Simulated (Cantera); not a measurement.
Charge: 1 mol TiO2, 0.65 mol Cl2, at 0.133 bar.

Method: chemical equilibrium by Gibbs-energy minimisation in Cantera with the NASA 1993 tables (ideal gas, pure condensed phases). Candidate condensed phases: Ti, TiCl2, TiCl3, TiCl4, TiO, TiO2, Ti2O3, Ti3O5, Ti4O7; 15 gas species. Condensed phases not in the tables: TiOCl. Equilibrium is a limit: real reactors are often held back by kinetics, nucleation or transport.

x: gas mole fraction; n: condensed amount in mol.

| T (K) | x Cl2 | x Cl | x TiCl4 | x O2 | x TiOCl2 | x ClO | x TiCl3 | n TiO2(rutile) |
|---|---|---|---|---|---|---|---|---|
| 723 | 1.000 | 3.55e-6 | 1.20e-5 | 1.20e-5 | <1e-12 | 7.75e-10 | <1e-12 | 1.000 |
| 823 | 1.000 | 4.31e-5 | 7.37e-5 | 7.37e-5 | <1e-12 | 1.49e-8 | <1e-12 | 1.000 |
| 923 | 0.999 | 0.000306 | 0.000303 | 0.000303 | <1e-12 | 1.51e-7 | <1e-12 | 1.000 |
| 1023 | 0.997 | 0.00149 | 0.000936 | 0.000936 | 1.53e-11 | 9.72e-7 | [?] | 0.999 |
| 1123 | 0.990 | 0.00546 | 0.00235 | 0.00235 | 5.74e-10 | 4.45e-6 | [?] | 0.998 |
| 1223 | 0.974 | 0.0162 | 0.00500 | 0.00499 | 1.17e-8 | 1.57e-5 | [?] | 0.997 |
| 1323 | 0.941 | 0.0403 | 0.00927 | 0.00924 | 1.49e-7 | 4.48e-5 | [?] | 0.994 |
| 1423 | 0.883 | 0.0871 | 0.0152 | 0.0151 | 1.29e-6 | 0.000107 | [?] | 0.990 |
| 1523 | 0.790 | 0.166 | 0.0220 | 0.0219 | 8.17e-6 | 0.000214 | [?] | 0.984 |
| 1623 | 0.663 | 0.280 | 0.0281 | 0.0280 | 3.93e-5 | 0.000364 | [?] | 0.979 |
| 1723 | 0.512 | 0.424 | 0.0314 | 0.0313 | 0.000149 | 0.000525 | [?] | 0.974 |
| 1823 | 0.360 | 0.578 | 0.0305 | 0.0306 | 0.000454 | 0.000643 | [?] | 0.971 |
| 1923 | 0.231 | 0.714 | 0.0258 | 0.0266 | 0.00115 | 0.000681 | [?] | 0.972 |

Fill in the missing entries.


- 1023, x TiCl3: 5.18e-11
- 1123, x TiCl3: 1.32e-9
- 1223, x TiCl3: 1.97e-8
- 1323, x TiCl3: 1.92e-7
- 1423, x TiCl3: 1.33e-6
- 1523, x TiCl3: 6.90e-6
- 1623, x TiCl3: 2.80e-5
- 1723, x TiCl3: 9.16e-5
- 1823, x TiCl3: 0.000246
- 1923, x TiCl3: 0.000552
